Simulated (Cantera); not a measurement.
## Transport properties of process gases

Gas mixture: H₂ : H₂O = 0.86 : 0.79 (molar parts), at 1.00 atm, frozen composition.

Cantera's kinetic-theory transport with the Lennard-Jones parameters of GRI-Mech 3.0, ideal gas; thermal conductivity in the mixture-averaged form. Polar gases are described roughly by these parameters.

| T (K) | ρ (kg/m³) | cp (J/kg/K) | μ (µPa s) | λ (mW/m/K) | Pr | D (cm²/s) CO₂ | D (cm²/s) H | D (cm²/s) O |
|---|---|---|---|---|---|---|---|---|
| 400 | 0.295 | 3273 | 14.1 | 101 | 0.456 | 0.465 | 2.79 | 0.966 |
| 650 | 0.181 | 3403 | 22.6 | 155 | 0.497 | 1.16 | 6.66 | 2.28 |
| 900 | 0.131 | 3593 | 30.6 | 211 | 0.522 | 2.10 | 11.7 | 3.99 |
| 1150 | 0.103 | 3799 | 38.2 | 269 | 0.540 | 3.24 | 17.8 | 6.04 |
| 1400 | 0.0842 | 4003 | 45.3 | 327 | 0.553 | 4.56 | 24.9 | 8.41 |
| 1650 | 0.0715 | 4186 | 52.0 | 386 | 0.564 | 6.05 | 32.8 | 11.1 |
D: mixture-averaged diffusion coefficient of that species in the mixture.
